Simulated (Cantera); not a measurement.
Feed: 1 mol Si₃N₄, 1.3 mol O₂, 1.7 mol H₂, at 0.100 bar.

Method: chemical equilibrium by Gibbs-energy minimisation in Cantera with the NASA 1993 tables (ideal gas, pure condensed phases). Candidate condensed phases: H₂O, Si, SiO₂, Si₂N₂O, Si₃N₄; 35 gas species. Mutual solubility and eutectic melting of coexisting phases are not modelled. The tables hold silica as quartz up to 1696 K and as liquid above; real silica turns to tridymite and cristobalite and melts near 1996 K. Kinetics and transport are ignored.

x: gas mole fraction; n: condensed amount in mol.

```json
[
 {"T (K)": "823", "x H₂": "0.662", "x SiO": "<1e-12", "x N₂": "0.338", "x H": "___", "x H₂O": "1.06e-5", "n SiO₂(α-quartz)": "0.733", "n Si₂N₂O(s)": "1.13", "n SiO₂(β-quartz)": "0", "n SiO₂(condensed)": "0"},
 {"T (K)": "923", "x H₂": "0.662", "x SiO": "<1e-12", "x N₂": "0.338", "x H": "___", "x H₂O": "2.10e-5", "n SiO₂(α-quartz)": "0", "n Si₂N₂O(s)": "1.13", "n SiO₂(β-quartz)": "0.733", "n SiO₂(condensed)": "0"},
 {"T (K)": "1023", "x H₂": "0.662", "x SiO": "<1e-12", "x N₂": "0.338", "x H": "___", "x H₂O": "3.59e-5", "n SiO₂(α-quartz)": "0", "n Si₂N₂O(s)": "1.13", "n SiO₂(β-quartz)": "0.733", "n SiO₂(condensed)": "0"},
 {"T (K)": "1123", "x H₂": "0.662", "x SiO": "8.57e-11", "x N₂": "0.338", "x H": "___", "x H₂O": "5.54e-5", "n SiO₂(α-quartz)": "0", "n Si₂N₂O(s)": "1.13", "n SiO₂(β-quartz)": "0.733", "n SiO₂(condensed)": "0"},
 {"T (K)": "1223", "x H₂": "0.662", "x SiO": "7.28e-9", "x N₂": "0.338", "x H": "___", "x H₂O": "7.94e-5", "n SiO₂(α-quartz)": "0", "n Si₂N₂O(s)": "1.13", "n SiO₂(β-quartz)": "0.733", "n SiO₂(condensed)": "0"},
 {"T (K)": "1323", "x H₂": "0.662", "x SiO": "3.12e-7", "x N₂": "0.338", "x H": "___", "x H₂O": "0.000107", "n SiO₂(α-quartz)": "0", "n Si₂N₂O(s)": "1.13", "n SiO₂(β-quartz)": "0.733", "n SiO₂(condensed)": "0"},
 {"T (K)": "1423", "x H₂": "0.662", "x SiO": "7.79e-6", "x N₂": "0.338", "x H": "___", "x H₂O": "0.000139", "n SiO₂(α-quartz)": "0", "n Si₂N₂O(s)": "1.13", "n SiO₂(β-quartz)": "0.733", "n SiO₂(condensed)": "0"},
 {"T (K)": "1523", "x H₂": "0.662", "x SiO": "0.000126", "x N₂": "0.338", "x H": "___", "x H₂O": "0.000173", "n SiO₂(α-quartz)": "0", "n Si₂N₂O(s)": "1.13", "n SiO₂(β-quartz)": "0.733", "n SiO₂(condensed)": "0"},
 {"T (K)": "1623", "x H₂": "0.661", "x SiO": "0.00144", "x N₂": "0.337", "x H": "___", "x H₂O": "0.000209", "n SiO₂(α-quartz)": "0", "n Si₂N₂O(s)": "1.13", "n SiO₂(β-quartz)": "0.732", "n SiO₂(condensed)": "0"},
 {"T (K)": "1723", "x H₂": "0.651", "x SiO": "0.0122", "x N₂": "0.336", "x H": "___", "x H₂O": "0.000242", "n SiO₂(α-quartz)": "0", "n Si₂N₂O(s)": "1.12", "n SiO₂(β-quartz)": "0", "n SiO₂(condensed)": "0.722"},
 {"T (K)": "1823", "x H₂": "0.589", "x SiO": "0.0816", "x N₂": "0.328", "x H": "___", "x H₂O": "0.000247", "n SiO₂(α-quartz)": "0", "n Si₂N₂O(s)": "1.06", "n SiO₂(β-quartz)": "0", "n SiO₂(condensed)": "0.655"},
 {"T (K)": "1923", "x H₂": "0.308", "x SiO": "0.400", "x N₂": "0.291", "x H": "___", "x H₂O": "0.000106", "n SiO₂(α-quartz)": "0", "n Si₂N₂O(s)": "0.400", "n SiO₂(β-quartz)": "0", "n SiO₂(condensed)": "0"}
]
```

Task: Fill in the missing entries.

Result: 
- 823, x H: 1.89e-11
- 923, x H: 6.30e-10
- 1023, x H: 1.07e-8
- 1123, x H: 1.10e-7
- 1223, x H: 7.74e-7
- 1323, x H: 4.08e-6
- 1423, x H: 1.71e-5
- 1523, x H: 5.95e-5
- 1623, x H: 0.000178
- 1723, x H: 0.000465
- 1823, x H: 0.00105
- 1923, x H: 0.00165
